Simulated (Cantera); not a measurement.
A freely propagating, adiabatic, planar premixed flame of H2 : O2 : N2 = 1.3 : 0.455 : 1.71 (molar parts), unburnt at 600 K and 3980 Torr; mixture-averaged transport, grid criteria slope 0.08 and curve 0.16, no radiation.

Cantera simulation using the H2/O2 subset of GRI-Mech 3.0, which has no nitrogen chemistry; the numbers are that mechanism's predictions, not measurements. The hydrogen kinetics of GRI-Mech 3.0 are dated; newer H2 mechanisms differ, most at raised pressure. Burning velocities carry a grid error of a few per cent, more on coarse grids.

x: mole fraction of selected species; z is measured from the peak of heat release.

```tsv
z (mm)	T (K)	u (m/s)	x H2	x O2	x H2O2	x HO2	x H	x OH
-0.157	600	9.09	0.375	0.131	<1e-8	<1e-8	<1e-8	<1e-8
-0.105	600	9.09	0.375	0.131	<1e-8	<1e-8	<1e-8	<1e-8
-0.0785	600	9.09	0.375	0.131	<1e-8	<1e-8	<1e-8	<1e-8
-0.0524	600	9.09	0.375	0.131	<1e-8	9.17e-7	<1e-8	<1e-8
-0.0262	632	9.47	0.367	0.132	?	?	?	?
-0.0131	904	13.1	0.327	0.126	5.88e-5	0.000756	0.00432	0.00117
0	1369	19.2	0.242	0.0911	1.92e-5	0.000342	0.0258	0.00337
0.0131	1707	23.6	0.161	0.0413	4.10e-6	0.000140	0.0489	0.00772
0.0262	1883	25.9	0.126	0.0164	2.40e-6	5.25e-5	0.0552	0.0107
0.0524	2047	27.9	0.115	0.00525	1.33e-6	1.61e-5	0.0486	0.0123
0.105	2195	29.6	0.118	0.00262	7.58e-7	7.66e-6	0.0356	0.0116
0.209	2318	31.0	0.120	0.00136	4.57e-7	3.81e-6	0.0240	0.00936
0.419	2408	32.0	0.122	?	?	?	?	?
```

**Question.** Fill in the missing entries.

**Answer.** 
- -0.0262, x H2O2: 9.25e-6
- -0.0262, x HO2: 0.000469
- -0.0262, x H: 8.10e-5
- -0.0262, x OH: 4.70e-5
- 0.419, x O2: 0.000613
- 0.419, x H2O2: 2.68e-7
- 0.419, x HO2: 1.63e-6
- 0.419, x H: 0.0153
- 0.419, x OH: 0.00676
